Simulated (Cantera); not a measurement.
Input: 1 mol CsCl, 0.74 mol O2, 0.23 mol H2, held at 1775 K and 11.0 Pa.

Equilibrium computed with Cantera from the NASA thermochemical tables; the gas is ideal and each condensed phase is pure. Kinetics and transport are ignored.

```
species    before     after
-------  --------  --------
H2       0.000803     0.859
H2O         0.114    0.0630
CsCl        0.523    0.0333
O2          0.330   8.85e-8
H        0.000782    0.0256
O         0.00524   2.72e-6
OH        0.00690  0.000117
CsOH      0.00267   5.83e-5
Cl        0.00425  0.000210
HCl       0.00567   0.00918
Cs        0.00724   0.00933
```
Gas species are given as mole fractions.

Task: Name the change that produced these shifts.
A) temperature from 1775 K to 898 K
B) temperature from 1775 K to 1050 K
C) pressure from 11.0 Pa to 0.133 bar
D) H2 from 0.23 to 22 mol

Result: D, H2 from 0.23 to 22 mol
